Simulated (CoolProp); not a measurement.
Vapour-liquid equilibrium of R125 (1) + R152A (2) at 41.05 °C; x and y are mole fractions of (1).

Computed with CoolProp (multi-fluid Helmholtz-energy mixture model, Lemmon 2005 and Outcalt 1996; pair parameters Bell 2016).

Task: Give the bubble pressure and the first vapour's composition at x = 0.45, 0.55, 0.85. Is there an azeotrope?

Result: x = 0.45: 13.94 bar, y = 0.581; x = 0.55: 14.99 bar, y = 0.672; x = 0.85: 18.53 bar, y = 0.904. No azeotrope shows between x = 0.05 and 0.95.

Pair parameters are fitted to limited data, so mixtures are less certain than the pure fluids.
